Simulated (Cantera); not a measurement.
A closed system holds: 1 mol SiHCl₃, 0.044 mol CH₄, 6.3 mol H₂, held at 1523 K and 13.3 mbar.

Equilibrium computed with Cantera from the NASA thermochemical tables; the gas is ideal and each condensed phase is pure. Candidate condensed phases: C, C₆H₆, C₇H₈, C₈H₁₈, Si, SiC; 109 gas species. Mutual solubility and eutectic melting of coexisting phases are not modelled. The tables' values for SiCl₃, SiCl are old estimates; treat these amounts as uncertain. Rates play no part.

Base state: H₂ 0.749, HCl 0.149, SiCl₂ 0.0970, SiCl₃ 0.00415, SiCl₄ 0.000532, SiHCl₃ 0.000300, H 0.000173, Cl 2.77e-5 (mole fractions); condensed: Si(s) + SiC(s).

What changes in the equilibrium state with this change: temperature from 1523 K to 1923 K?


| species | before | after |
|---|---|---|
| H₂ | 0.749 | 0.732 |
| HCl | 0.149 | 0.162 |
| SiCl₂ | 0.0970 | 0.0945 |
| H | 0.000173 | 0.00698 |
| Si₂C | 2.46e-9 | 2.48e-5 |
| Si₂ | 2.03e-9 | 1.09e-5 |
| Si(s), mol | 0.103 | 0 |
| SiC(s), mol | 0.0440 | 0.0438 |
| Si(l), mol | 0 | 0.130 |
The tables' values for SiCl, SiCl₃ are old estimates; treat these amounts as uncertain. Gases not in the tables: Si₂H₆ and higher silanes.

What changes in the equilibrium state with this change: pressure from 13.3 mbar to 1.00 bar?


| species | before | after |
|---|---|---|
| H₂ | 0.749 | 0.784 |
| HCl | 0.149 | 0.117 |
| SiCl₂ | 0.0970 | 0.0572 |
| SiHCl₃ | 0.000300 | 0.0104 |
| SiCl₄ | 0.000532 | 0.0139 |
| SiCl₃ | 0.00415 | 0.0163 |
| CH₄ | 1.37e-7 | 1.13e-5 |
| SiH₃Cl | 7.27e-7 | 4.48e-5 |
| SiH₂Cl₂ | 2.72e-5 | 0.00126 |
| Cl | 2.77e-5 | 2.45e-6 |
| Si(s), mol | 0.103 | 0.152 |
| SiC(s), mol | 0.0440 | 0.0439 |
The tables' values for SiCl₃ are old estimates; treat these amounts as uncertain.

What changes in the equilibrium state with this change: temperature from 1523 K to 900 K?


```csv
species,before,after
H₂,0.749,0.888
SiCl₄,0.000532,0.0819
SiHCl₃,0.000300,0.0166
HCl,0.149,0.0124
SiCl₂,0.0970,0.000236
H,0.000173,<1e-9
Cl,2.77e-5,<1e-9
"Si(s), mol",0.103,0.195
"SiC(s), mol",0.0440,0.0440
```
The tables' values for SiCl₃ are old estimates; treat these amounts as uncertain.
